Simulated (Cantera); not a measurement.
## Adiabatic ignition

An adiabatic, constant-pressure homogeneous reactor starts with CH4 : C2H6 : O2 : N2 = 1 : 0.23 : 7.01 : 26.4 (molar parts), equivalence ratio 0.40, at 1725 K and 7.40 atm.

Cantera simulation using GRI-Mech 3.0 (53 species, 325 reactions); the numbers are that mechanism's predictions, not measurements.

| t (s) | T (K) | x CH4 | x C2H6 | x O2 | x H | x CH2 | x NO | x HO2 |
|---|---|---|---|---|---|---|---|---|
| 8.00e-6 | 1986 | 0.00781 | 9.76e-5 | 0.163 | 0.000845 | 2.66e-5 | 9.60e-8 | 0.000441 |
| 2.01e-5 | 2446 | <1e-12 | <1e-12 | 0.119 | 0.000821 | <1e-12 | 7.88e-5 | 1.51e-5 |
| 5.04e-5 | 2511 | <1e-12 | <1e-12 | 0.119 | 0.000231 | <1e-12 | 0.000213 | 1.36e-5 |
| 0.000127 | 2513 | <1e-12 | <1e-12 | 0.119 | 0.000217 | <1e-12 | 0.000484 | 1.36e-5 |
| 0.000318 | 2512 | <1e-12 | <1e-12 | 0.118 | 0.000216 | <1e-12 | 0.00115 | 1.36e-5 |
| 0.000798 | 2509 | <1e-12 | <1e-12 | 0.118 | 0.000212 | <1e-12 | 0.00271 | 1.34e-5 |
| 0.00200 | 2502 | <1e-12 | <1e-12 | 0.116 | 0.000204 | <1e-12 | 0.00599 | 1.31e-5 |
| 0.00503 | 2493 | <1e-12 | <1e-12 | 0.114 | 0.000192 | <1e-12 | 0.0111 | 1.25e-5 |
| 0.0126 | 2485 | <1e-12 | <1e-12 | 0.112 | 0.000183 | <1e-12 | 0.0151 | 1.21e-5 |
| 0.0317 | 2484 | <1e-12 | <1e-12 | 0.111 | 0.000182 | <1e-12 | 0.0159 | 1.21e-5 |
| 0.0797 | 2484 | <1e-12 | <1e-12 | 0.111 | 0.000181 | <1e-12 | 0.0159 | 1.21e-5 |
| 0.200 | 2484 | <1e-12 | <1e-12 | 0.111 | 0.000181 | <1e-12 | 0.0159 | 1.21e-5 |
x: mole fraction; the columns are a selection and need not sum to one.

| Quantity | Result |
|---|---|
| time of steepest temperature rise | 8.48 µs |
| temperature at 0.200 s | 2484 K |
| equilibrium temperature | 2484 K |
| x(CH4) at 0.200 s | <1e-12 (gas-phase equilibrium <1e-12) |
| x(C2H6) at 0.200 s | <1e-12 (gas-phase equilibrium <1e-12) |
| x(O2) at 0.200 s | 0.111 (gas-phase equilibrium 0.111) |
